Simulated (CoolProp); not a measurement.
Vapour-liquid equilibrium of acetone (1) + p-xylene (2) at 469 K; x and y are mole fractions of (1).

Values from CoolProp's multi-fluid Helmholtz-energy mixture model, Lemmon 2006 and Zhou 2012; pair parameters Bell 2016.

| x | bubble pressure (MPa) | y at the bubble point | dew pressure at overall composition x (MPa) | liquid density (mol/L) |
|---|---|---|---|---|
| 0.05 | 0.5167 | 0.268 | 0.4006 | 6.617 |
| 0.125 | 0.7039 | 0.473 | 0.4345 | 6.776 |
| 0.2 | 0.8751 | 0.587 | 0.4743 | 6.939 |
| 0.275 | 1.034 | 0.662 | 0.5217 | 7.108 |
| 0.35 | 1.185 | 0.717 | 0.5791 | 7.283 |
| 0.425 | 1.331 | 0.761 | 0.6498 | 7.464 |
| 0.5 | 1.475 | 0.798 | 0.7388 | 7.651 |
| 0.575 | 1.620 | 0.831 | 0.8535 | 7.845 |
| 0.65 | 1.769 | 0.861 | 1.005 | 8.045 |
| 0.725 | 1.923 | 0.890 | 1.209 | 8.252 |
| 0.8 | 2.086 | 0.919 | 1.485 | 8.465 |
| 0.875 | 2.260 | 0.948 | 1.842 | 8.685 |
| 0.95 | 2.447 | 0.979 | 2.270 | 8.910 |

No azeotrope shows between x = 0.05 and 0.95.

The pair parameters rest on a limited set of measurements; away from them the model extrapolates. The gap from Raoult's law changes sign with composition, which may be real or a fault of the pair parameters; it wasn't checked against measurements.
